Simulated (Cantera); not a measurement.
**Silicon epitaxy and polysilicon growth: Si₃H₈ + Cl₂ + N₂**

A closed system holds: 1 mol Si₃H₈, 0.82 mol Cl₂, 51 mol N₂, equilibrated at 1723 K and 13.3 mbar.

Equilibrium computed with Cantera from the NASA thermochemical tables; the gas is ideal and each condensed phase is pure. Candidate condensed phases: NH₄Cl, Si, Si₃N₄; 28 gas species. The feed counts by its element totals alone. The tables' values for SiCl₃, SiCl are old estimates; treat these amounts as uncertain. Kinetics and transport are ignored.

| Item | Result |
|---|---|
| x(N₂) | 0.911 |
| x(H₂) | 0.0647 |
| x(HCl) | 0.0182 |
| x(SiCl₂) | 0.00596 |
| x(H) | 0.000402 |
| x(Cl) | 8.76e-5 |
| x(SiCl₃) | 3.54e-5 |
| x(SiCl) | 2.86e-5 |
| x(Si) | 2.48e-5 |
| n(Si₃N₄(s)) | 0.891 mol |
| gas amount | 54.05 mol |
| log10 activity of Si(l) (absent) | -0.47 |
